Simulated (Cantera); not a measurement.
A freely propagating, adiabatic, planar premixed flame of 8.67 % CH4, 6.42 % CO, 14.7 % O2, 70.3 % N2, equivalence ratio 1.4, unburnt at 550 K and 0.170 bar; mixture-averaged transport, grid criteria slope 0.08 and curve 0.16, no radiation.

Model: GRI-Mech 3.0 (53 species, 325 reactions), integrated in Cantera. Burning velocities carry a grid error of a few per cent, more on coarse grids.

x: mole fraction of selected species; z is measured from the peak of heat release.

| z (mm) | T (K) | u (m/s) | x CH4 | x CO | x O2 | x C2H2 | x HO2 | x HCO |
|---|---|---|---|---|---|---|---|---|
| -5.84 | 550 | 1.07 | 0.0866 | 0.0641 | 0.146 | <1e-8 | 2.36e-7 | <1e-8 |
| -3.89 | 551 | 1.07 | 0.0862 | 0.0639 | 0.146 | 2.32e-8 | 3.77e-6 | <1e-8 |
| -2.92 | 559 | 1.09 | 0.0854 | 0.0637 | 0.145 | 2.18e-7 | 1.66e-5 | <1e-8 |
| -1.95 | ? | 1.23 | 0.0810 | 0.0643 | 0.140 | 3.82e-6 | 3.87e-5 | <1e-8 |
| -0.974 | ? | 1.99 | 0.0573 | 0.0741 | 0.113 | 5.05e-5 | 4.08e-5 | 1.32e-6 |
| -0.487 | ? | 2.71 | 0.0317 | 0.0881 | 0.0793 | 0.000150 | 7.87e-5 | 2.05e-5 |
| 0 | ? | 3.37 | 0.00903 | 0.102 | 0.0415 | 0.000288 | 4.85e-5 | 5.97e-5 |
| 0.487 | 1798 | 3.67 | 0.00113 | 0.102 | 0.0176 | 0.000137 | 6.43e-6 | 2.72e-5 |
| 0.974 | 1837 | 3.74 | 8.40e-5 | 0.0948 | 0.00775 | 2.10e-5 | 7.52e-7 | 3.40e-6 |
| 1.95 | 1856 | 3.76 | 3.82e-7 | 0.0846 | 0.00300 | 2.85e-7 | 2.30e-7 | 8.44e-8 |
| 3.89 | 1870 | 3.77 | <1e-8 | 0.0792 | 0.00205 | <1e-8 | 1.64e-7 | 5.86e-8 |
| 7.79 | 1885 | 3.80 | <1e-8 | 0.0785 | 0.00175 | <1e-8 | 1.42e-7 | 5.38e-8 |
| 15.6 | 1908 | 3.84 | <1e-8 | 0.0787 | 0.00140 | <1e-8 | 1.15e-7 | 4.70e-8 |

Problem. Complete the blanks.

Solution. 
- -1.95, T (K): 626
- -0.974, T (K): 990
- -0.487, T (K): 1338
- 0, T (K): 1652
